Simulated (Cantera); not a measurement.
A Cantera script and what it prints.

```python
import numpy as np
import cantera as ct

gas_names = """
    Br Br2 H HBr H2 N NH NH2 NH3 N2 N2H2 N2H4 Si SiBr SiBr2 SiBr3 SiBr4 SiH SiHBr3 SiH2 SiH2Br2 SiH3
    SiH3Br SiH4 SiN Si2 Si2N Si3
""".split()
cond_names = """
    Br2(cr) Br2(L) Si(cr) Si(L) Si3N4(a)
""".split()


# ... load() reads the species with a 1 bar reference pressure and builds the phases ...
atoms = {
    'Si': {'Si': 1},
    'HBr': {'H': 1, 'Br': 1},
    'N2': {'N': 2},
}
top_T = {'Si3N4(a)': 2400}  # K; cautious upper limits of use, not melting points


# ... equilibrate(T, P, feed) seeds the gas with the atoms and calls Mixture.equilibrate('TP', solver="vcs", rtol=1e-11, max_steps=5000) ...
results = []
T = 1075  # K
P = 540  # Pa
for m in [1.5, 1.9, 2.4, 3, 3.9, 4.9, 6.3, 8.1, 10, 13, 17, 21]:
    feed = {'Si': 1, 'HBr': m, 'N2': 0.22}  # mol
    mix = equilibrate(T, P, feed)
    results.append((T, P, feed, dict(zip(mix.species_names, mix.species_moles))))

top = {s: max(r[3][s] / sum(r[3][g] for g in gas_names) for r in results) for s in gas_names}
cols = sorted((s for s in top if top[s] > 0.0001), key=lambda s: -top[s])[:9]
seen = [c for c in cond_names if any(r[3].get(c, 0) > 1e-12 for r in results)]
print("log10 of partial pressures in bar; condensed amounts in mol")
print(f"{'n(HBr)':>10s}" + "".join(f"{s[:9]:>10s}" for s in cols + seen))
for T, P, feed, n in results:
    ng = sum(n[g] for g in gas_names)
    print(f"{feed['HBr']:10.4g}" + "".join(f"{np.log10(max(n[s] / ng * P / 1e5, 1e-99)):10.3f}" for s in cols)
          + "".join(f"{n.get(c, 0):10.4g}" for c in seen))
```

Result:

```
log10 of partial pressures in bar; condensed amounts in mol
    n(HBr)       HBr        H2     SiBr4     SiBr2        N2     SiBr3    SiHBr3        Br   SiH2Br2    Si(cr)  Si3N4(a)
       1.5    -3.138    -2.520    -2.873    -3.645    -9.428    -4.337    -4.391    -6.738    -6.234    0.3053      0.11
       1.9    -3.138    -2.520    -2.873    -3.645    -9.428    -4.337    -4.391    -6.738    -6.234    0.2081      0.11
       2.4    -3.138    -2.520    -2.873    -3.645    -9.428    -4.337    -4.391    -6.738    -6.234    0.0865      0.11
         3    -2.996    -2.541    -2.872    -3.949    -8.514    -4.489    -4.554    -6.585    -6.560         0      0.11
       3.9    -2.682    -2.657    -2.966    -4.786    -6.144    -4.955    -5.077    -6.214    -7.512         0    0.1098
       4.9    -2.556    -2.761    -3.067    -5.244    -4.922    -5.234    -5.408    -6.035    -8.074         0    0.1053
       6.3    -2.500    -2.838    -3.142    -5.506    -4.247    -5.403    -5.615    -5.942    -8.413         0   0.08063
       8.1    -2.481    -2.879    -3.184    -5.628    -3.943    -5.485    -5.718    -5.901    -8.577         0   0.03238
        10    -2.454    -2.933    -3.237    -5.790    -3.890    -5.592    -5.852    -5.847    -8.792         0         0
        13    -2.400    -3.054    -3.358    -6.139    -4.012    -5.827    -6.148    -5.733    -9.262         0         0
        17    -2.364    -3.177    -3.480    -6.456    -4.135    -6.047    -6.429    -5.636    -9.702         0         0
        21    -2.343    -3.272    -3.575    -6.688    -4.231    -6.211    -6.640    -5.567   -10.029         0         0
```

These are equilibrium values from Cantera (NASA tables, ideal gas, pure condensed phases), not measurements of a reactor. N2 is the only nitrogen source here; it is nearly inert below about 1500 K, so the nitride shown seldom forms there in practice. Mutual solubility and eutectic melting of coexisting phases are not modelled. The tables' values for SiBr3 are old estimates; treat these amounts as uncertain.
